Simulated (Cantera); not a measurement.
Input: 1 mol BN, 1.1 mol O2, 1.3 mol N2, held at 1950 K and 5.03 Torr.

Equilibrium computed with Cantera from the NASA thermochemical tables; the gas is ideal and each condensed phase is pure. Candidate condensed phases: B, BN, B2O3; 17 gas species. Kinetics and transport are ignored.

Base state: N2 0.672, B2O3 0.175, O2 0.122, BO2 0.0250, NO 0.00467, O 0.00192, BO 0.000111 (mole fractions); condensed: gas only.

**Question.** What changes in the equilibrium state with this change: temperature from 1950 K to 1325 K?

**Answer.** 
```json
[
 {"species": "N2", "before": "0.672", "after": "0.837"},
 {"species": "O2", "before": "0.122", "after": "0.163"},
 {"species": "NO", "before": "0.00467", "after": "0.000421"},
 {"species": "B2O3", "before": "0.175", "after": "5.47e-5"},
 {"species": "BO2", "before": "0.0250", "after": "9.17e-6"},
 {"species": "BO", "before": "0.000111", "after": "<1e-9"},
 {"species": "O", "before": "0.00192", "after": "1.36e-6"},
 {"species": "B2O3(l), mol", "before": "0", "after": "0.500"}
]
```
